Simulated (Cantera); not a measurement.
## Transport properties of process gases

Gas mixture: 100 % NH₃, at 0.0563 atm, frozen composition.

Cantera's kinetic-theory transport with the Lennard-Jones parameters of GRI-Mech 3.0, ideal gas; thermal conductivity in the mixture-averaged form. Polar gases are described roughly by these parameters. The composition is frozen, though it would react at the higher temperatures.

| T (K) | ρ (kg/m³) | cp (J/kg/K) | μ (µPa s) | λ (mW/m/K) | Pr | D (cm²/s) H₂O | D (cm²/s) NH₃ | D (cm²/s) H |
|---|---|---|---|---|---|---|---|---|
| 400 | 0.0292 | 2269 | 13.9 | 44.3 | 0.713 | 6.23 | 0.000 | 36.8 |
| 600 | 0.0195 | 2662 | 20.9 | 77.4 | 0.719 | 14.3 | 0.000 | 78.2 |
| 800 | 0.0146 | 3009 | 27.5 | 115 | 0.721 | 25.4 | 0.000 | 131 |
| 1000 | 0.0117 | 3319 | 33.6 | 154 | 0.725 | 39.1 | 0.000 | 194 |
| 1200 | 0.00973 | 3580 | 39.3 | 194 | 0.727 | 55.3 | 0.000 | 265 |
| 1400 | 0.00834 | 3802 | 44.6 | 233 | 0.728 | 73.7 | 0.000 | 345 |
| 1600 | 0.00730 | 3990 | 49.6 | 271 | 0.730 | 94.2 | 0.000 | 433 |
D: mixture-averaged diffusion coefficient of that species in the mixture.
